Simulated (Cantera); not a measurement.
A closed system holds: 1 mol SiC, 0.33 mol Si, 8 mol H₂, equilibrated at 0.690 Torr.

Cantera equilibrium calculation (NASA polynomials, part measured and part estimated; ideal gas, pure solids and liquids). Candidate condensed phases: C, C₆H₆, C₇H₈, C₈H₁₈, Si, SiC; 87 gas species. Mutual solubility and eutectic melting of coexisting phases are not modelled. Gases not in the tables: Si₂H₆ and higher silanes. The numbers say what is thermodynamically allowed, not how fast it happens.

Task: Which condensed phases are stable at each of these points (T (K)): 1925, 2000, 2075, 2150, 2225, 2300, 2375, 2450, 2525, 2600, 2675?

Result: 
| T (K) | condensed phases | Si condensed (%) |
|---|---|---|
| 1925 | Si(l) + SiC(s) | 87.2 |
| 2000 | SiC(s) | 74.5 |
| 2075 | SiC(s) | 74.1 |
| 2150 | SiC(s) | 71.7 |
| 2225 | C(graphite) + SiC(s) | 47.2 |
| 2300 | C(graphite) | 0.0 |
| 2375 | C(graphite) | 0.0 |
| 2450 | C(graphite) | 0.0 |
| 2525 | C(graphite) | 0.0 |
| 2600 | C(graphite) | 0.0 |
| 2675 | gas only | 0.0 |

At 1925 K the condensed part is Si(l) + SiC(s). From 2000 K to 2150 K the condensed part is SiC(s). At 2225 K the condensed part is C(graphite) + SiC(s). From 2300 K to 2600 K the condensed part is C(graphite). At 2675 K nothing is condensed.
